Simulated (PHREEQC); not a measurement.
0.37 g of hydrous ferric oxide (600 m²/g; 0.2 weak and 0.005 strong sites per Fe, Dzombak-Morel constants, diffuse double layer) in 1 kg of water with 0.1 mol/kgw of an inert sodium salt and 2.1e-05 mol CuSO4, at 25 °C; the pH is set by adding NaOH or the inert anion's acid. O2 is buffered at 0.21 atm. The system is closed to CO2. Precipitation was switched off in this run.

Base run: PHREEQC, ion-association model, wateq4f.dat. Each further column changes one thing. The table gives Cu sorbed (%).

| pH | base | no electrostatic term (-no_edl) | background salt from 0.1 to 0.01 mol/kgw | oxide from 0.37 to 1.9 g/kgw | 0.0024 mol/kgw ZnSO4 added |
|---|---|---|---|---|---|
| 4 | 3.3 | 3.7 | 3.8 | 14.8 | 3.1 |
| 5.33 | 82.8 | 90.0 | 82.6 | 97.6 | 68.3 |
| 6 | 98.4 | 99.4 | 98.5 | 99.8 | 95.8 |
| 6.67 | 99.9 | 100.0 | 99.9 | 100.0 | 98.6 |
| 8 | 100.0 | 100.0 | 100.0 | 100.0 | 63.4 |
| 9.33 | 99.9 | 98.4 | 99.9 | 100.0 | 6.2 |
| 10 | 99.9 | 80.2 | 99.9 | 100.0 | 5.2 |
| 10.67 | 99.7 | 23.5 | 99.9 | 100.0 | 5.3 |
| 12 | 93.8 | 0.1 | 98.9 | 99.3 | 13.8 |

The database's constant for dissolved Cu(OH)2 is higher than later reviews accept. In at least one series the solution becomes supersaturated in solids that the run did not let form, among them Cu(OH)2.
